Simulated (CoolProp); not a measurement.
Vapour-liquid equilibrium of R134a (1) + R123 (2) at 92.5 kPa; x and y are mole fractions of (1).

The numbers come from the multi-fluid Helmholtz-energy mixture model, Tillner-Roth 1994 and Younglove 1994; pair parameters Bell 2016 in CoolProp.

| x | bubble temperature, mixture model (°C) | bubble temperature, Raoult's law (°C) | y, mixture model | y, Raoult's law |
|---|---|---|---|---|
| 0.05 | 15.8 | 17.8 | 0.333 | 0.288 |
| 0.2 | -2.3 | 2.3 | 0.734 | 0.687 |
| 0.35 | -11.8 | -7.4 | 0.858 | 0.839 |
| 0.5 | -17.5 | -14.3 | 0.913 | 0.912 |
| 0.65 | -21.4 | -19.5 | 0.945 | 0.953 |
| 0.8 | -24.4 | -23.6 | 0.969 | 0.979 |
| 0.95 | -27.1 | -27.0 | 0.992 | 0.996 |

The largest gap from Raoult's law is -4.6 K in bubble temperature, at x = 0.2. No azeotrope shows between x = 0.05 and 0.95.

Pair parameters are fitted to limited data, so mixtures are less certain than the pure fluids.
